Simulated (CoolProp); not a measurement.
Computed with CoolProp (reference Helmholtz-energy equation of state, Lemmon 2006). It is a short technical equation, of lower accuracy than the large ones.

For acetone, give the phase and the cp (kJ/(kg K)), expansivity (1/kK) at 439 K and 4.69 MPa; 439 K and 37.5 MPa; 439 K and 42.2 MPa.


- 439 K and 4.69 MPa: liquid; cp 2.69, expansivity 2.86
- 439 K and 37.5 MPa: liquid; cp 2.40, expansivity 1.42
- 439 K and 42.2 MPa: liquid; cp 2.39, expansivity 1.35
